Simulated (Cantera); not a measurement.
Thermodynamics of carbothermic reduction, feed CuO + C + H₂

A closed system holds: 1 mol CuO, a varied amount of C, 3 mol H₂, held at 1723.15 K and 0.280 bar.

Cantera equilibrium calculation (NASA polynomials, part measured and part estimated; ideal gas, pure solids and liquids). Candidate condensed phases: C, C₆H₆, C₇H₈, C₈H₁₈, Cu, CuO, Cu(OH)₂, Cu₂O, H₂O; 113 gas species. Kinetics and transport are ignored.

From 0.64 mol C to 0.9 mol C the condensed part is Cu(l). From 1.3 mol C to 7.1 mol C the condensed part is C(graphite) + Cu(l). The main Cu-bearing gas is Cu throughout.

```tsv
n(C) (mol)	log p H₂	log p CO	log p H₂O	log p CO₂	log p Cu	log p H	log p CH₄	log p C₂H₂ (acetylene)	n Cu(l)	n C(graphite)
0.64	-0.69	-1.32	-1.59	-2.77	-3.67	-4.08	-8.17	-12.33	0.997	0
0.9	-0.68	-1.19	-2.18	-3.24	-3.67	-4.08	-7.43	-10.86	0.997	0
1.3	-0.68	-1.16	-5.21	-6.23	-3.67	-4.08	-4.35	-4.72	0.997	0.299
1.8	-0.68	-1.16	-5.21	-6.23	-3.67	-4.08	-4.35	-4.72	0.997	0.799
2.5	-0.68	-1.16	-5.21	-6.23	-3.67	-4.08	-4.35	-4.72	0.997	1.50
3.6	-0.68	-1.16	-5.21	-6.23	-3.67	-4.08	-4.35	-4.72	0.997	2.60
5	-0.68	-1.16	-5.21	-6.23	-3.67	-4.08	-4.35	-4.72	0.997	4.00
7.1	-0.68	-1.16	-5.21	-6.23	-3.67	-4.08	-4.35	-4.72	0.997	6.10
```
log p: log10 of the partial pressure in bar; n: condensed amount in mol.
